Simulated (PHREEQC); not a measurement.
Dissolve 0.41 mol CdCl2, 0.00064 mol ZnCl2, 0.093 mol NaF and 0.08 mol NaCl per kg of water at 10 °C. Closed to the air; pH follows from the charge balance.

The numbers come from PHREEQC with the ion-association model, wateq4f.dat.

No solid was allowed to form.

### Question
Order these Zn species by the share of Zn that they hold, largest first: ZnCl3-, ZnCl2, ZnF+, Zn+2, ZnCl+.

### Answer
Zn+2 (74 %), ZnF+ (16 %), ZnCl+ (8.9 %), ZnCl2 (1.2 %), ZnCl3- (0.46 %)

### Question
Order these Cl species by the share of Cl that they hold, largest first: CdCl2, CdCl+, Cl-, CdCl3-.

### Answer
Cl- (39 %), CdCl2 (29 %), CdCl+ (25 %), CdCl3- (7.5 %)

The pH is 6.11 and the ionic strength 0.480 mol/kgw. Away from 25 °C the constants follow the database's enthalpies or fits; those with neither stay at their 25 °C values.
